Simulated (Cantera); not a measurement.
Input: 1 mol Pb, 1 mol CO, 0.27 mol N2, held at 1.60 bar.

Cantera equilibrium calculation (NASA polynomials, part measured and part estimated; ideal gas, pure solids and liquids). Candidate condensed phases: C, Pb, PbO, PbO2, Pb3O4; 27 gas species. Rates play no part.

### Question
At 750 °C, list the 4 most abundant gas species with their mole fractions, and the condensed phases.

### Answer
CO 0.565, N2 0.252, CO2 0.183, Pb 1.67e-5. Condensed: C(graphite) + Pb(l).
